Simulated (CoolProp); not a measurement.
Vapour-liquid equilibrium of R143a (1) + R1234yf (2) at -90.35 °C; x and y are mole fractions of (1).

Computed with CoolProp (multi-fluid Helmholtz-energy mixture model, Lemmon and Jacobsen 2000 and Lemmon 2022; pair parameters Bell 2016).

```tsv
x	bubble pressure (MPa)	y at the bubble point	dew pressure at overall composition x (MPa)	liquid density (mol/L)
0.05	0.002664	0.163	0.002433	12.58
0.2	0.003545	0.466	[?]	12.94
0.35	[?]	0.639	0.003149	13.31
0.5	0.005078	0.757	0.003679	13.70
0.65	0.005785	[?]	0.004398	14.12
0.8	0.006477	0.919	[?]	14.57
0.95	0.007170	[?]	0.006814	15.04
```

### Question
Fill in the missing entries.

### Answer

- 0.2, dew pressure at overall composition x (MPa): 0.002747
- 0.35, bubble pressure (MPa): 0.004339
- 0.65, y at the bubble point: 0.846
- 0.8, dew pressure at overall composition x (MPa): 0.005400
- 0.95, y at the bubble point: 0.981

No azeotrope shows between x = 0.05 and 0.95.

The pair parameters rest on a limited set of measurements; away from them the model extrapolates.
